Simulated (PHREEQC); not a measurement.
Consider water at 92 °C with 0.049 mol/kgw NH4HF2 and 0.00041 mol/kgw H2SiF6. Closed to the air; pH follows from the charge balance.

Equilibrium calculation in PHREEQC: ion-association model, phreeqc.dat.

```json
[
 {"quantity": "pH", "before": "3.64", "after": "3.79"},
 {"quantity": "ionic strength (mol/kgw)", "before": "0.0497", "after": "0.0571"},
 {"quantity": "HF (mol/kgw)", "before": "0.0424", "after": "0.0350"},
 {"quantity": "F- (mol/kgw)", "before": "0.0413", "after": "0.0488"},
 {"quantity": "HF2- (mol/kgw)", "before": "0.00717", "after": "0.00701"},
 {"quantity": "NH3 (mol/kgw)", "before": "4.30e-6", "after": "5.95e-6"}
]
```

Problem. What was changed between the two runs?
A. H2SiF6 left out
B. temperature from 92 to 20 °C
C. NH4HF2 from 0.049 to 0.245 mol/kgw
D. 0.0038 mol/kgw Na2CO3 added
E. diluted 2-fold with water

Solution. D, 0.0038 mol/kgw Na2CO3 added

Precipitation was switched off in this run. Away from 25 °C the constants follow the database's enthalpies or fits; those with neither stay at their 25 °C values. SiF6-2 is the database's only silicon fluoride.
